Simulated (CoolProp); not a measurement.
Vapour-liquid equilibrium of acetone (1) + p-xylene (2) at 0.107 MPa; x and y are mole fractions of (1).

Model: multi-fluid Helmholtz-energy mixture model, Lemmon 2006 and Zhou 2012; pair parameters Bell 2016, in CoolProp.

```
x     bubble temperature (K)  y at the bubble point  dew temperature at overall composition x (K)  liquid density (mol/L)
----  ----------------------  ---------------------  --------------------------------------------  ----------------------
0.05                   393.9                  0.437                                         411.6                   7.392
0.15                   371.5                  0.743                                         407.7                   7.909
0.25                   359.8                  0.843                                         403.3                   8.367
0.35                   352.6                  0.890                                         398.5                   8.822
0.45                   347.7                  0.918                                         393.1                   9.297
0.55                   343.8                  0.938                                         387.0                   9.807
0.65                   340.6                  0.953                                         379.7                   10.36
0.75                   337.7                  0.967                                         370.7                   10.98
0.85                   334.9                  0.980                                         358.8                   11.67
0.95                   332.2                  0.993                                         341.3                   12.44
```

No azeotrope shows between x = 0.05 and 0.95.

The pair parameters rest on a limited set of measurements; away from them the model extrapolates.
